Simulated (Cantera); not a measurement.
A closed system holds: 1 mol Al(CH₃)₃, a varied amount of H₂O, 4.3 mol N₂, held at 923.15 K and 14.0 mbar.

Equilibrium computed with Cantera from the NASA thermochemical tables; the gas is ideal and each condensed phase is pure. Candidate condensed phases: Al, AlN, Al₂O₃, C, C₆H₆, C₇H₈, C₈H₁₈, H₂O; 148 gas species. The feed counts by its element totals alone. Equilibrium is a limit: real reactors are often held back by kinetics, nucleation or transport.

Question: Which condensed phases are stable at each of these points (n(H₂O) (mol)): 2.6, 6.3, 9.9, 14, 17, 21, 24, 28, 32, 35, 39?

Answer: 
| n(H₂O) (mol) | condensed phases | Al condensed (%) |
|---|---|---|
| 2.6 | Al₂O₃(s) + C(graphite) | 100.0 |
| 6.3 | Al₂O₃(s) | 100.0 |
| 9.9 | Al₂O₃(s) | 100.0 |
| 14 | Al₂O₃(s) | 100.0 |
| 17 | Al₂O₃(s) | 100.0 |
| 21 | Al₂O₃(s) | 100.0 |
| 24 | Al₂O₃(s) | 100.0 |
| 28 | Al₂O₃(s) | 100.0 |
| 32 | Al₂O₃(s) | 100.0 |
| 35 | Al₂O₃(s) | 100.0 |
| 39 | Al₂O₃(s) | 100.0 |

At 2.6 mol H₂O the condensed part is Al₂O₃(s) + C(graphite). From 6.3 mol H₂O to 39 mol H₂O the condensed part is Al₂O₃(s).
